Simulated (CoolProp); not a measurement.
Vapour-liquid equilibrium of R134a (1) + R142b (2) at 282.2 K; x and y are mole fractions of (1).

Values from CoolProp's multi-fluid Helmholtz-energy mixture model, Tillner-Roth 1994 and Lemmon 2006; pair parameters Bell 2016.

```tsv
x	bubble pressure, mixture model (MPa)	bubble pressure, Raoult's law (MPa)	y, mixture model	y, Raoult's law
0.05	0.2137	0.2106	0.104	0.095
0.125	0.2329	0.2256	0.236	0.222
0.2	0.2513	0.2407	0.347	0.334
0.275	0.2689	0.2558	0.440	0.432
0.35	0.2856	0.2709	0.521	0.519
0.425	0.3015	0.2860	0.592	0.597
0.5	0.3166	0.3011	0.656	0.667
0.575	0.3310	0.3161	0.714	0.730
0.65	0.3447	0.3312	0.768	0.788
0.725	0.3578	0.3463	0.819	0.841
0.8	0.3704	0.3614	0.869	0.889
0.875	0.3825	0.3765	0.917	0.933
0.95	0.3941	0.3916	0.967	0.974
```

The largest gap from Raoult's law is +5.4 % in bubble pressure, at x = 0.35. No azeotrope shows between x = 0.05 and 0.95.

The pair parameters rest on a limited set of measurements; away from them the model extrapolates.
